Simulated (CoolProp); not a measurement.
Fluorine along the isobar 5.93 MPa: density (kg/m³) from the reference equation and from simpler models built on Tc = 144.4 K, pc = 5.240 MPa, ω = 0.045; each cubic takes its own stable root.

Computed with CoolProp (reference Helmholtz-energy equation of state, de Reuck 1990).

```tsv
T (K)	phase	reference	van der Waals	Soave-Redlich-Kwong	Peng-Robinson
117.4	liquid	[?]	891.4	1239	1399
143.5	liquid	884.8	642.1	773.6	[?]
169.6	supercritical	216.4	221.9	[?]	225.2
195.7	supercritical	162.0	166.7	161.4	166.6
221.8	supercritical	[?]	[?]	133.2	[?]
247.8	supercritical	115.8	[?]	114.9	117.4
273.9	supercritical	102.5	104.7	101.6	103.5
300	supercritical	92.30	93.99	91.42	92.93
```

Question: Fill in the missing entries.

Answer: 
- 117.4, reference: 1269
- 143.5, Peng-Robinson: 856.6
- 169.6, Soave-Redlich-Kwong: 216.1
- 221.8, reference: 134.0
- 221.8, van der Waals: 137.6
- 221.8, Peng-Robinson: 136.7
- 247.8, van der Waals: 118.6
